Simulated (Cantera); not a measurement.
A perfectly stirred reactor is fed with C₂H₆ : N₂ = 1 : 19 (molar parts), at 10.00 Torr; it is held at 1798 K, and followed from long to short residence time.

Detailed kinetics in Cantera: GRI-Mech 3.0 (53 species, 325 reactions). GRI-Mech 3.0 stops at C3 and has no aromatics, soot or wall deposition, so with more carbon than oxygen in the feed, carbon stays in small species such as C2H2 where larger ones or solid carbon would form. Radical loss at walls, strong at low pressure, is not modelled.

**Question.** What does this change do: temperature 1798 to 1500 K?

**Answer.** 
```json
[
 {"quantity": "x(C₂H₆) at τ = 1.80 s", "before": "6.89e-6", "after": "0.000116"},
 {"quantity": "x(C₂H) at τ = 1.80 s", "before": "4.30e-6", "after": "1.79e-7"},
 {"quantity": "x(H₂) at τ = 1.80 s", "before": "0.0874", "after": "0.0779"},
 {"quantity": "x(C₂H₂) at τ = 1.80 s", "before": "0.0441", "after": "0.0408"},
 {"quantity": "x(CH₃) at τ = 1.80 s", "before": "0.000413", "after": "0.000396"},
 {"quantity": "x(C₂H₆) at τ = 84.0 ms", "before": "0.000136", "after": "0.00189"},
 {"quantity": "x(C₂H) at τ = 84.0 ms", "before": "5.16e-6", "after": "2.23e-7"},
 {"quantity": "x(H₂) at τ = 84.0 ms", "before": "0.0786", "after": "0.0568"},
 {"quantity": "x(C₂H₂) at τ = 84.0 ms", "before": "0.0407", "after": "0.0291"},
 {"quantity": "x(CH₃) at τ = 84.0 ms", "before": "0.00191", "after": "0.00155"}
]
```

**Question.** What does this change do: temperature 1798 to 1950 K?

**Answer.** 
| quantity | before | after |
|---|---|---|
| x(C₂H₆) at τ = 1.80 s | 6.89e-6 | 2.25e-6 |
| x(C₂H) at τ = 1.80 s | 4.30e-6 | 1.36e-5 |
| x(H₂) at τ = 1.80 s | 0.0874 | 0.0884 |
| x(C₂H₂) at τ = 1.80 s | 0.0441 | 0.0438 |
| x(CH₃) at τ = 1.80 s | 0.000413 | 0.000344 |
| x(C₂H₆) at τ = 84.0 ms | 0.000136 | 4.82e-5 |
| x(C₂H) at τ = 84.0 ms | 5.16e-6 | 1.43e-5 |
| x(H₂) at τ = 84.0 ms | 0.0786 | 0.0823 |
| x(C₂H₂) at τ = 84.0 ms | 0.0407 | 0.0422 |
| x(CH₃) at τ = 84.0 ms | 0.00191 | 0.00172 |

**Question.** What does this change do: temperature 1798 to 1200 K?

**Answer.** 
| quantity | before | after |
|---|---|---|
| x(C₂H₆) at τ = 1.80 s | 6.89e-6 | 0.00509 |
| x(C₂H) at τ = 1.80 s | 4.30e-6 | 6.14e-10 |
| x(H₂) at τ = 1.80 s | 0.0874 | 0.0478 |
| x(C₂H₂) at τ = 1.80 s | 0.0441 | 0.0165 |
| x(CH₃) at τ = 1.80 s | 0.000413 | 6.20e-5 |
| x(C₂H₆) at τ = 84.0 ms | 0.000136 | 0.0385 |
| x(C₂H) at τ = 84.0 ms | 5.16e-6 | 5.02e-11 |
| x(H₂) at τ = 84.0 ms | 0.0786 | 0.00936 |
| x(C₂H₂) at τ = 84.0 ms | 0.0407 | 0.000404 |
| x(CH₃) at τ = 84.0 ms | 0.00191 | 0.000161 |
